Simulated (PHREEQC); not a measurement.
Solution (20 °C): 0.011 mol MgCl2, 0.00053 mol KCl and 0.62 mol NaCl per kg of water. Closed to the air; pH follows from the charge balance.

Equilibrium calculation in PHREEQC: ion-association model, phreeqc.dat.

```csv
quantity,before,after
MgOH+ (mol/kgw),8.06e-8,2.34e-9
SI of Halite (NaCl),-2.31,-6.04
SI of Sylvite (KCl),-4.74,-8.42
```

What was changed between the two runs?
A. diluted 10-fold with water
B. NaCl from 0.62 to 0.558 mol/kgw
C. MgCl2 from 0.011 to 0.055 mol/kgw
D. diluted 100-fold with water
E. MgCl2 from 0.011 to 0.0055 mol/kgw

D, diluted 100-fold with water

This is a speciation only: nothing precipitates in the calculation.
